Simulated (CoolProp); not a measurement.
Vapour-liquid equilibrium of R125 (1) + fluoroethane (R161) (2) at 827 kPa; x and y are mole fractions of (1).

Computed with CoolProp (multi-fluid Helmholtz-energy mixture model, Lemmon 2005 and Wu 2012; pair parameters Bell 2016).

```csv
x,bubble temperature (°C),y at the bubble point,dew temperature at overall composition x (°C),liquid density (mol/L)
0.05,20.3,0.065,20.5,14.71
0.15,18.8,0.196,19.4,14.20
0.25,…,0.324,…,13.72
0.35,15.2,…,16.7,13.27
0.45,13.5,0.549,…,12.83
0.55,11.8,0.644,13.5,12.41
0.65,10.4,0.729,11.7,12.00
0.75,9.1,0.807,10.0,11.61
0.85,8.0,0.882,8.5,11.24
0.95,7.2,0.959,7.3,10.89
```

**Question.** Fill in the missing entries.

**Answer.** 
- 0.25, bubble temperature (°C): 17.1
- 0.25, dew temperature at overall composition x (°C): 18.1
- 0.35, y at the bubble point: 0.442
- 0.45, dew temperature at overall composition x (°C): 15.1

No azeotrope shows between x = 0.05 and 0.95.

Pair parameters are fitted to limited data, so mixtures are less certain than the pure fluids. The gap from Raoult's law changes sign with composition, which may be real or a fault of the pair parameters; it wasn't checked against measurements.
